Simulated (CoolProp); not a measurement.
A closed Brayton cycle with carbon dioxide: compressor inlet 316.15 K and 9 MPa, high pressure 17 MPa, turbine inlet 825 K, compressor efficiency 0.89, turbine efficiency 0.93, recuperator effectiveness 0.8 (on enthalpy, no pinch check). Each further row changes one setting.

Model: reference Helmholtz-energy equation of state, Span 1996, in CoolProp.

```
case                           thermal efficiency (%)  net work (kJ/kg)  compressor to turbine work  compressor exit (K)  turbine exit (K)
-----------------------------  ----------------------  ----------------  --------------------------  -------------------  ----------------
as stated                                         [?]              68.5                        0.23                353.9             745.5
turbine inlet 775 K                               [?]               [?]                         [?]                353.9             698.5
compressor inlet 326.15 K                         [?]              61.4                        0.31                  [?]             745.5
high pressure 14.4 MPa                            [?]               [?]                        0.21                344.0             765.9
recuperator effectiveness 0.5                    16.8              68.5                        0.23                353.9             745.5
```

Task: Some entries are withheld; supply them.

Result: 
- as stated, thermal efficiency (%): 25.5
- turbine inlet 775 K, thermal efficiency (%): 24.9
- turbine inlet 775 K, net work (kJ/kg): 62.6
- turbine inlet 775 K, compressor to turbine work: 0.24
- compressor inlet 326.15 K, thermal efficiency (%): 25.6
- compressor inlet 326.15 K, compressor exit (K): 375.5
- high pressure 14.4 MPa, thermal efficiency (%): 21.5
- high pressure 14.4 MPa, net work (kJ/kg): 52.2
